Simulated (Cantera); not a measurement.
Cantera run:

```python
import numpy as np
import cantera as ct

gas_names = """
    Cu CuO Cu2 H HO2 H2 H2O H2O2 O OH O2 O3
""".split()
cond_names = """
    Cu(cr) Cu(L) CuO(s) CuO2H2(s) Cu2O(s) Cu2O(L) H2O(s) H2O(L)
""".split()


def load(file, names, dense=False):
    # The tables refer to 1 bar. Condensed volumes are neglected.
    table = {s.name: s for s in ct.Species.list_from_file(file)}
    out = []
    for n in names:
        d = dict(table[n].input_data)
        d["thermo"] = dict(d["thermo"], **{"reference-pressure": 1e5})
        if dense:
            d["equation-of-state"] = {"model": "constant-volume", "density": "1e6 g/cm^3"}
        out.append(ct.Species.from_dict(d))
    return out


gas = ct.Solution(thermo="ideal-gas", species=load("nasa_gas.yaml", gas_names))
cond = {s.name: ct.Solution(thermo="fixed-stoichiometry", species=[s], name=s.name)
        for s in load("nasa_condensed.yaml", cond_names, dense=True)}
atoms = {
    'Cu2O': {'Cu': 2, 'O': 1},
    'H2': {'H': 2},
    'H2O': {'H': 2, 'O': 1},
}
top_T = {'CuO(s)': 1390}  # K; cautious upper limits of use, not melting points


def equilibrate(T, P, feed):
    n = {}
    for name, mol in feed.items():
        for a, k in atoms[name].items():
            n[a] = n.get(a, 0.0) + k * mol
    gas.TPX = T, P, n
    mass = sum(n.values()) * gas.mean_molecular_weight
    gas.equilibrate("TP")
    valid = [c for c in cond.values() if c.min_temp <= T <= top_T.get(c.name, c.max_temp)]
    mix = ct.Mixture([(gas, mass / gas.mean_molecular_weight)] + [(c, 0.0) for c in valid])
    mix.T, mix.P = T, P
    mix.equilibrate("TP", solver="vcs", rtol=1e-11, max_steps=5000)
    return mix


results = []
feed = {'Cu2O': 1, 'H2': 16, 'H2O': 1.2}  # mol
T = 1473.15  # K
P = 100000  # Pa
mix = equilibrate(T, P, feed)
results.append((T, P, feed, dict(zip(mix.species_names, mix.species_moles))))
x = sorted(zip(gas.X, gas.species_names), reverse=True)
print(f"T = {T:g} K  P = {P:g} Pa  gas = {mix.phase_moles(0):.4g} mol")
print("   x: " + "  ".join(f"{s} {v:.3e}" for v, s in x if v > 1e-05))
print("   condensed (mol): " + ("  ".join(f"{mix.phase(i).name} {mix.phase_moles(i):.4g}"
      for i in range(1, mix.n_phases) if mix.phase_moles(i) > 1e-12) or "none"))
```

It prints:

```
T = 1473.15 K  P = 100000 Pa  gas = 17.2 mol
   x: H2 8.721e-01  H2O 1.279e-01  H 1.184e-05
   condensed (mol): Cu(L) 2
```

These are equilibrium values from Cantera (NASA tables, ideal gas, pure condensed phases), not measurements of a reactor.
